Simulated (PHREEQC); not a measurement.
## Brine with brine (model solution)

Solution A (1.5 mol Na2CO3 and 0.011 mol NaHCO3 per kg of water) is mixed with solution B (0.72 mol MgSO4 per kg of water) at 25 °C; shares are by mass of water, 1 kg in all. The system is closed to CO2. Solids allowed: Bloedite, Brucite, Burkeite, Epsomite, Hexahydrite, Kieserite, Magnesite, Mirabilite, Nahcolite, Natron, Thenardite, Trona. Others were left out.

The series has 21 steps of share of solution B, from 0 to 1.

Computed with PHREEQC (Pitzer model, pitzer.dat).

**Question.** Which solids form, in which order, and at which step of the series does each first stand?

**Answer.** Magnesite from share of solution B = 0.05 (pH 11.50), last present at share of solution B = 0.95.

**Question.** Between which two steps does the pH jump most, and from what to what?

**Answer.** Between share of solution B = 0.65 and 0.7: from 10.69 to 7.66.

Species that the database lacks are ignored. In brines, pH and single-ion activities rest on the MacInnes convention.
